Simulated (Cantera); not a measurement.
An isothermal, constant-pressure homogeneous reactor starts with H2 : O2 = 0.018 : 1 (molar parts), equivalence ratio 0.0090, at 1250 K and 1.65 Torr.

Cantera simulation using GRI-Mech 3.0 (53 species, 325 reactions); the numbers are that mechanism's predictions, not measurements. Radical loss at walls, strong at low pressure, is not modelled.

x: mole fraction; the columns are a selection and need not sum to one.

```json
[
 {"t (s)": "1.00e-6", "x H2": "0.0177", "x O2": "0.982", "x HO2": "6.52e-12", "x H2O2": "<1e-12", "x OH": "<1e-12", "x O": "<1e-12"},
 {"t (s)": "5.01e-6", "x H2": "0.0177", "x O2": "0.982", "x HO2": "3.27e-11", "x H2O2": "<1e-12", "x OH": "<1e-12", "x O": "<1e-12"},
 {"t (s)": "2.51e-5", "x H2": "0.0177", "x O2": "0.982", "x HO2": "1.64e-10", "x H2O2": "<1e-12", "x OH": "9.54e-12", "x O": "9.58e-12"},
 {"t (s)": "0.000126", "x H2": "0.0177", "x O2": "0.982", "x HO2": "8.22e-10", "x H2O2": "<1e-12", "x OH": "2.02e-10", "x O": "2.06e-10"},
 {"t (s)": "0.000632", "x H2": "0.0177", "x O2": "0.982", "x HO2": "4.12e-9", "x H2O2": "<1e-12", "x OH": "2.79e-9", "x O": "3.07e-9"},
 {"t (s)": "0.00317", "x H2": "0.0177", "x O2": "0.982", "x HO2": "2.07e-8", "x H2O2": "1.15e-11", "x OH": "3.93e-8", "x O": "5.17e-8"},
 {"t (s)": "0.0159", "x H2": "0.0175", "x O2": "0.982", "x HO2": "1.27e-7", "x H2O2": "2.83e-10", "x OH": "8.50e-5", "x O": "0.000118"},
 {"t (s)": "0.0796", "x H2": "0.000124", "x O2": "0.966", "x HO2": "2.06e-7", "x H2O2": "5.02e-9", "x OH": "0.00158", "x O": "0.0148"},
 {"t (s)": "0.399", "x H2": "0.000116", "x O2": "0.967", "x HO2": "2.01e-7", "x H2O2": "5.00e-9", "x OH": "0.00153", "x O": "0.0138"},
 {"t (s)": "2.00", "x H2": "…", "x O2": "0.971", "x HO2": "…", "x H2O2": "4.86e-9", "x OH": "…", "x O": "…"}
]
```

Question: Fill in the missing entries.

Answer: 
- 2.00, x H2: 8.61e-5
- 2.00, x HO2: 1.77e-7
- 2.00, x OH: 0.00132
- 2.00, x O: 0.0100
